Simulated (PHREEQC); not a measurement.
Solution (25 °C): 0.0019 mol PbCl2, 0.007 mol HNO3 and 0.0064 mol Zn(NO3)2 per kg of water. Closed to the air; pH follows from the charge balance.

The numbers come from PHREEQC with the ion-association model, phreeqc.dat.

Task: The ionic strength comes out as 0.0311 mol/kgw. What activity coefficients do H+, NO3-, Cl-, Pb+2, Zn+2 get?

Result: H+ 0.87, NO3- 0.84, Cl- 0.84, Pb+2 0.52, Zn+2 0.53.

Precipitation was switched off in this run.
